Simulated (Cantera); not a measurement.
# Gas-phase reforming

A perfectly stirred reactor is fed with CH4 : H2O : H2 = 1 : 0.66 : 0.074 (molar parts), at 1.00 bar; it is held at 1398 K, and followed from long to short residence time.

Cantera simulation using GRI-Mech 3.0 (53 species, 325 reactions); the numbers are that mechanism's predictions, not measurements. GRI-Mech 3.0 stops at C3 and has no aromatics, soot or wall deposition, so with more carbon than oxygen in the feed, carbon stays in small species such as C2H2 where larger ones or solid carbon would form.

| τ (s) | x CH4 | x H2O | x H2 | x C2H | x C2H2 | x OH |
|---|---|---|---|---|---|---|
| 14 | 0.247 | 0.275 | 0.362 | 4.43e-10 | 0.0713 | 3.52e-8 |
| 5.0 | 0.313 | 0.311 | 0.287 | 3.61e-10 | 0.0646 | 3.57e-8 |
| 1.8 | 0.410 | 0.340 | 0.194 | 2.32e-10 | 0.0435 | 3.72e-8 |
| 0.62 | 0.495 | 0.362 | 0.116 | 1.15e-10 | 0.0209 | 4.07e-8 |
| 0.22 | 0.543 | 0.374 | 0.0717 | 4.05e-11 | 0.00715 | 4.33e-8 |
| 0.078 | 0.565 | 0.379 | 0.0521 | 8.60e-12 | 0.00154 | 4.32e-8 |
| 0.028 | 0.573 | 0.380 | 0.0454 | <1e-12 | 0.000192 | 3.96e-8 |
| 0.0099 | 0.575 | 0.381 | 0.0434 | <1e-12 | 1.30e-5 | 3.30e-8 |
| 0.0035 | 0.576 | 0.381 | 0.0429 | <1e-12 | 6.56e-7 | 2.66e-8 |
x: mole fraction; the columns are a selection and need not sum to one.
